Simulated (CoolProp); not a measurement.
Vapour-liquid equilibrium of n-butane (1) + trans-2-butene (2) at 2.8 kPa; x and y are mole fractions of (1).

Computed with CoolProp (multi-fluid Helmholtz-energy mixture model, Bücker 2006 and Lemmon 2005; pair parameters Bell 2016).

| x | bubble temperature, mixture model (K) | bubble temperature, Raoult's law (K) | y, mixture model | y, Raoult's law |
|---|---|---|---|---|
| 0.05 | 206.2 | 206.3 | 0.062 | 0.056 |
| 0.15 | 205.9 | 206.1 | 0.176 | 0.165 |
| 0.25 | 205.7 | 206.0 | 0.282 | 0.271 |
| 0.35 | 205.5 | 205.8 | 0.381 | 0.376 |
| 0.45 | 205.3 | 205.7 | 0.477 | 0.478 |
| 0.55 | 205.2 | 205.5 | 0.572 | 0.577 |
| 0.65 | 205.1 | 205.4 | 0.666 | 0.675 |
| 0.75 | 205.0 | 205.2 | 0.760 | 0.770 |
| 0.85 | 204.9 | 205.1 | 0.855 | 0.864 |
| 0.95 | 204.9 | 204.9 | 0.951 | 0.955 |

The largest gap from Raoult's law is -0.4 K in bubble temperature, at x = 0.45. No azeotrope shows between x = 0.05 and 0.95.

The pair parameters rest on a limited set of measurements; away from them the model extrapolates.
